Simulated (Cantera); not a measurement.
An adiabatic, constant-volume homogeneous reactor starts with 6.36 % CH4, 8.27 % H2, 17.9 % O2, 67.4 % N2, at 1473 K and 353 Torr.

Cantera simulation using GRI-Mech 3.0 (53 species, 325 reactions); the numbers are that mechanism's predictions, not measurements.

**Question.** Predict: time of steepest temperature rise; temperature at 0.200 s; equilibrium temperature; x(H2) at 0.200 s; x(O2) at 0.200 s; x(NO2) at 0.200 s.

**Answer.** 
```
Quantity                                                             Value
---------------------------------  ---------------------------------------
time of steepest temperature rise                                 0.187 ms
temperature at 0.200 s                                              2831 K
equilibrium temperature                                             2831 K
x(H2) at 0.200 s                     0.0257 (gas-phase equilibrium 0.0257)
x(O2) at 0.200 s                     0.0258 (gas-phase equilibrium 0.0258)
x(NO2) at 0.200 s                  2.72e-6 (gas-phase equilibrium 2.72e-6)
```
